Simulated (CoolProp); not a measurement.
Vapour-liquid equilibrium of benzene (1) + toluene (2) at 211.35 °C; x and y are mole fractions of (1).

Values from CoolProp's multi-fluid Helmholtz-energy mixture model, Thol 2012 and Lemmon 2006; pair parameters Bell 2016.

```csv
x,bubble pressure (MPa),y at the bubble point,dew pressure at overall composition x (MPa),liquid density (mol/L)
0.05,0.9495,0.078,0.9360,7.218
0.15,1.024,0.222,0.9851,7.312
0.25,1.099,0.350,1.039,7.408
0.35,1.177,0.464,1.100,7.505
0.45,1.255,0.568,1.167,7.604
0.55,1.336,0.662,1.241,7.704
0.65,1.418,0.747,1.326,7.807
0.75,1.502,0.826,1.421,7.911
0.85,1.587,0.900,1.528,8.016
0.95,1.674,0.968,1.651,8.124
```

No azeotrope shows between x = 0.05 and 0.95.

The pair parameters rest on a limited set of measurements; away from them the model extrapolates.
